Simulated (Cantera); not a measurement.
A closed system holds: 1 mol Al, 7.5 mol N₂O, 1.5 mol H₂, at 998.15 K and 0.133 bar.

These are equilibrium values from Cantera (NASA tables, ideal gas, pure condensed phases), not measurements of a reactor. Candidate condensed phases: Al, AlN, Al₂O₃, H₂O; 35 gas species. Rates play no part.

Base state: N₂ 0.667, O₂ 0.200, H₂O 0.133, NO 2.75e-5 (mole fractions); condensed: Al₂O₃(s).

Q: What changes in the equilibrium state with this change: Al replaced by Al(CH₃)₃?

A: 
```csv
species,before,after
N₂,0.667,0.455
H₂,<1e-9,0.252
H₂O,0.133,0.111
O₂,0.200,<1e-9
CO,0,0.111
CO₂,0,0.0707
NO,2.75e-5,<1e-9
CH₄,0,1.14e-5
"Al₂O₃(s), mol",0.500,0.500
```
The feed counts by its element totals alone. Further candidate phases: C, C₆H₆, C₇H₈, C₈H₁₈.
